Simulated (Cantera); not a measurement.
What does this Cantera script print?

```python
import numpy as np
import cantera as ct

gas_names = """
    AL ALH ALN AL2 H H2 N NH NH2 NH3 N2 N2H2 N2H4
""".split()
cond_names = """
    AL(cr) AL(L) ALN(s)
""".split()


# ... load() reads the species with a 1 bar reference pressure and builds the phases ...
atoms = {
    'AlN': {'AL': 1, 'N': 1},
    'H2': {'H': 2},
}
top_T = {'ALN(s)': 2750}  # K; cautious upper limits of use, not melting points


# ... equilibrate(T, P, feed) seeds the gas with the atoms and calls Mixture.equilibrate('TP', solver="vcs", rtol=1e-11, max_steps=5000) ...
results = []
feed = {'AlN': 1, 'H2': 1.7}  # mol
P = 13332.2  # Pa
for T in [1173, 1273, 1373, 1473, 1573, 1673, 1773, 1873]:
    mix = equilibrate(T, P, feed)
    results.append((T, P, feed, dict(zip(mix.species_names, mix.species_moles))))

top = {s: max(r[3][s] / sum(r[3][g] for g in gas_names) for r in results) for s in gas_names}
cols = sorted((s for s in top if top[s] > 0.0001), key=lambda s: -top[s])[:7]
seen = [c for c in cond_names if any(r[3].get(c, 0) > 1e-12 for r in results)]
print("log10 of partial pressures in bar; condensed amounts in mol")
print(f"{'T/K':>10s}" + "".join(f"{s[:9]:>10s}" for s in cols + seen))
for T, P, feed, n in results:
    ng = sum(n[g] for g in gas_names)
    print(f"{T:10.4g}" + "".join(f"{np.log10(max(n[s] / ng * P / 1e5, 1e-99)):10.3f}" for s in cols)
          + "".join(f"{n.get(c, 0):10.4g}" for c in seen))
```

Result:

```
log10 of partial pressures in bar; condensed amounts in mol
       T/K        H2         H        AL        N2       ALH    ALN(s)
      1173    -0.875    -7.366   -10.858   -11.110   -10.507         1
      1273    -0.875    -6.584    -9.442    -9.463    -9.345         1
      1373    -0.875    -5.915    -8.152    -8.221    -8.274         1
      1473    -0.875    -5.335    -7.033    -7.164    -7.343         1
      1573    -0.875    -4.828    -6.061    -6.237    -6.535         1
      1673    -0.875    -4.381    -5.210    -5.418    -5.829    0.9999
      1773    -0.876    -3.984    -4.458    -4.688    -5.205    0.9995
      1873    -0.877    -3.629    -3.789    -4.034    -4.652    0.9976
```

Method: chemical equilibrium by Gibbs-energy minimisation in Cantera with the NASA 1993 tables (ideal gas, pure condensed phases).
